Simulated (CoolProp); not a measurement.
Saturated liquid density (kg/m³) of R22: the reference equation beside estimates from Tc = 96.1 °C, pc = 4.990 MPa, ω = 0.221. Rackett uses Z = 0.29056 − 0.08775 ω.

The numbers come from the reference Helmholtz-energy equation of state, Kamei 1995 in CoolProp.

```
T (°C)  reference  Rackett  Redlich-Kwong  Soave-Redlich-Kwong
------  ---------  -------  -------------  -------------------
9.65         1248     1227           1075                 1118
12.45        1238     1217           1064                 1107
15.15        1228     1207           1053                    ?
17.85        1218        ?           1042                 1085
20.55        1208     1188           1031                    ?
23.25        1197     1178           1019                 1062
25.95        1187     1167           1008                 1051
28.65        1176     1157          995.6                 1039
31.35        1165        ?          983.4                 1026
34.15        1154     1135              ?                 1013
36.85           ?     1123              ?                 1000
```

Task: What belongs in the gaps?

Result: 
- 15.15, Soave-Redlich-Kwong: 1096
- 17.85, Rackett: 1198
- 20.55, Soave-Redlich-Kwong: 1074
- 31.35, Rackett: 1146
- 34.15, Redlich-Kwong: 970.4
- 36.85, reference: 1142
- 36.85, Redlich-Kwong: 957.6

Absolute difference from the reference over all 11 rows, mean and median: Rackett 1.7 and 1.7 %, Redlich-Kwong 14.9 and 14.9 %, Soave-Redlich-Kwong 11.3 and 11.3 %.
